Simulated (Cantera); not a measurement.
A freely propagating, adiabatic, planar premixed flame of 41.8 % H2, 11.6 % O2, 43.4 % N2, 3.17 % H2O, unburnt at 348 K and 5.00 bar; mixture-averaged transport, grid criteria slope 0.08 and curve 0.16, no radiation.

Cantera simulation using the H2/O2 subset of GRI-Mech 3.0, which has no nitrogen chemistry; the numbers are that mechanism's predictions, not measurements. The hydrogen kinetics of GRI-Mech 3.0 are dated; newer H2 mechanisms differ, most at raised pressure. Burning velocities carry a grid error of a few per cent, more on coarse grids.

x: mole fraction of selected species; z is measured from the peak of heat release.

```csv
z (mm),T (K),u (m/s),x H2,x O2,x H2O,x H2O2,x HO2,x O
-0.135,348,3.27,0.418,0.116,0.0317,<1e-8,<1e-8,<1e-8
-0.0900,348,3.27,0.418,0.116,0.0318,<1e-8,<1e-8,<1e-8
-0.0675,348,3.27,0.417,0.116,0.0318,<1e-8,4.87e-8,<1e-8
-0.0450,351,3.29,0.416,0.117,0.0319,2.28e-7,1.58e-6,4.79e-8
-0.0225,431,3.93,0.397,0.119,0.0360,3.93e-5,0.000325,3.93e-6
-0.0113,746,6.57,0.357,0.111,0.0649,0.000148,0.00115,0.000123
0,(withheld),10.0,(withheld),(withheld),(withheld),(withheld),(withheld),(withheld)
0.0113,1471,12.5,0.249,0.0507,0.194,9.44e-6,0.000230,0.00171
0.0225,1649,14.0,0.214,0.0243,0.244,2.79e-6,0.000101,0.00163
0.0450,1805,15.3,0.191,0.00464,0.281,1.21e-6,1.80e-5,0.000824
0.0900,1913,16.1,0.191,0.000487,0.291,5.38e-7,2.06e-6,0.000393
0.180,1995,16.7,0.196,0.000128,0.295,2.53e-7,6.56e-7,0.000177
0.360,2052,17.1,0.200,4.63e-5,0.297,1.11e-7,2.53e-7,6.51e-5
```

### Question
Some entries are withheld; supply them.

### Answer

- 0, T (K): 1167
- 0, x H2: 0.303
- 0, x O2: 0.0853
- 0, x H2O: 0.126
- 0, x H2O2: 7.07e-5
- 0, x HO2: 0.000491
- 0, x O: 0.000814
